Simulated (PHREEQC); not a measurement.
Dissolve 1.5 mmol/kgw HF, 0.04 mmol/kgw Na2SO4 and 1.1 mmol/kgw KCl at 82 °C. Closed to the air; pH follows from the charge balance.

All values are PHREEQC results (ion-association model, wateq4f.dat), not measurements.

| quantity | before | after |
|---|---|---|
| pH | 3.33 | 3.16 |
| ionic strength (mol/kgw) | 0.00170 | 0.00194 |
| SO4-2 (mol/kgw) | 3.38e-5 | 3.73e-5 |
| HSO4- (mol/kgw) | 5.69e-6 | 2.41e-6 |
| KSO4- (mol/kgw) | 4.90e-7 | 2.58e-7 |
| NaSO4- (mol/kgw) | 1.50e-8 | 1.27e-8 |
| SI of Halite (NaCl) | -8.79 | -8.69 |
| SI of Mirabilite (Na2SO4:10H2O) | -13.92 | -11.87 |

Which change was made?
(A) HF left out
(B) diluted 2-fold with water
(C) Na2SO4 from 4e-05 to 0.0002 mol/kgw
(D) Na2SO4 from 4e-05 to 0.0004 mol/kgw
(E) temperature from 82 to 30 °C

E, temperature from 82 to 30 °C

No solid was allowed to form. At this temperature some constants are extrapolated from 25 °C, and those without enthalpy data are left unchanged.
